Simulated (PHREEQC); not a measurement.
Synthetic water in mg/kgw, 70 °C, pH 7.34, pe -1.3: Na 11.3; K 28.9; Ca 27; Mg 0.0312; Cl 42.2; S(6) as SO4 33; Alkalinity as HCO3 49.2; Zn 0.155.

Valence states are taken as typed.

The numbers come from PHREEQC with the ion-association model, phreeqc.dat.

```
Property                        Value
--------------------  ---------------
ionic strength        0.00351 mol/kgw
specific conductance        684 µS/cm
charge-balance error           -1.9 %
```

```
species  molality  activity   log γ
-------  --------  --------  ------
Cl-       0.00119   0.00111  -0.031
HCO3-    0.000784  0.000732  -0.030
K+       0.000737  0.000686  -0.031
Ca+2     0.000636  0.000483  -0.120
Na+      0.000491  0.000458  -0.030
SO4-2    0.000313  0.000237  -0.120
CO2       6.80e-5   6.81e-5   0.000
```

This is a speciation only: nothing precipitates in the calculation. At this temperature some constants are extrapolated from 25 °C, and those without enthalpy data are left unchanged. The database's zinc carbonate complexes are estimates, stronger than later reviews accept.
